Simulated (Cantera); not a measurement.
An isothermal, constant-pressure homogeneous reactor starts with 9.09 % CH₄, 90.9 % N₂, at 1800 K and 10.00 Torr.

Cantera simulation using GRI-Mech 3.0 (53 species, 325 reactions); the numbers are that mechanism's predictions, not measurements. GRI-Mech 3.0 stops at C3 and has no aromatics, soot or wall deposition, so with more carbon than oxygen in the feed, carbon stays in small species such as C2H2 where larger ones or solid carbon would form. Radical loss at walls, strong at low pressure, is not modelled.

Predict: x(CH₄) at 1.00 s; x(H₂) at 1.00 s; x(C₂H₄) at 1.00 s; x(CH₃) at 1.00 s; x(HCN) at 1.00 s.


```json
{
  "x(CH₄) at 1.00 s": "0.000957 (gas-phase equilibrium 3.66e-6)",
  "x(H₂) at 1.00 s": "0.123 (gas-phase equilibrium 0.124)",
  "x(C₂H₄) at 1.00 s": "4.06e-6 (gas-phase equilibrium 4.52e-7)",
  "x(CH₃) at 1.00 s": "0.000111 (gas-phase equilibrium 6.52e-7)",
  "x(HCN) at 1.00 s": "2.21e-5 (gas-phase equilibrium 0.0598)"
}
```
